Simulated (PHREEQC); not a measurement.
# Acid rinse or clean: an equilibrium model

A solution holds 0.005 mol/kgw HCl, 0.0039 mol/kgw CaCl2 and 0.0024 mol/kgw KCl, at 20 °C. Closed to the air; pH follows from the charge balance.

All values are PHREEQC results (ion-association model, phreeqc.dat), not measurements.

This is a speciation only: nothing precipitates in the calculation.

Problem. Estimate the pH, specific conductance.

Solution. pH 2.35; specific conductance 2840 µS/cm.
